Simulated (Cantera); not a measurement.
Input: 1 mol C6H6, 1.5 mol NH3, 0.23 mol N2, 2.7 mol H2O, equilibrated at 525 K and 0.00133 bar.

Method: chemical equilibrium by Gibbs-energy minimisation in Cantera with the NASA 1993 tables (ideal gas, pure condensed phases). Candidate condensed phases: C, C6H6, C7H8, C8H18, H2O; 136 gas species. The numbers say what is thermodynamically allowed, not how fast it happens.

Base state: H2 0.376, H2O 0.274, CH4 0.187, N2 0.126, CO2 0.0364, CO 0.000573, NH3 1.95e-5 (mole fractions); condensed: C(graphite).

Task: What changes in the equilibrium state with this change: H2O from 2.7 to 4.1 mol?

Result: 
| species | before | after |
|---|---|---|
| H2 | 0.376 | 0.351 |
| H2O | 0.274 | 0.323 |
| CH4 | 0.187 | 0.163 |
| CO2 | 0.0364 | 0.0576 |
| N2 | 0.126 | 0.105 |
| CO | 0.000573 | 0.000721 |
| NH3 | 1.95e-5 | 1.61e-5 |
| C(graphite), mol | 4.26 | 3.93 |

Task: What changes in the equilibrium state with this change: temperature from 525 K to 2848.15 K?

Result: 
| species | before | after |
|---|---|---|
| H | <1e-9 | 0.676 |
| CO | 0.000573 | 0.140 |
| H2 | 0.376 | 0.0652 |
| H2O | 0.274 | <1e-9 |
| CH4 | 0.187 | <1e-9 |
| C3 | <1e-9 | 0.0411 |
| CO2 | 0.0364 | <1e-9 |
| N2 | 0.126 | 0.0425 |
| C | <1e-9 | 0.00821 |
| HCN | <1e-9 | 0.00790 |
| C(graphite), mol | 4.26 | 0 |
